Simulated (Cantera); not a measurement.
Charge: 1 mol CO, 0.39 mol NH₃, 20 mol N₂, held at 2398 K and 100 Torr.

Equilibrium computed with Cantera from the NASA thermochemical tables; the gas is ideal and each condensed phase is pure. Candidate condensed phases: C, C₆H₆, C₇H₈, C₈H₁₈, H₂O; 136 gas species. The numbers say what is thermodynamically allowed, not how fast it happens.

Base state: N₂ 0.924, CO 0.0458, H₂ 0.0235, H 0.00661 (mole fractions); condensed: gas only.

Task: What changes in the equilibrium state with this change: temperature from 2398 K to 1973.15 K?

Result: 
```tsv
species	before	after
N₂	0.924	0.927
CO	0.0458	0.0459
H₂	0.0235	0.0265
H	0.00661	0.000603
```
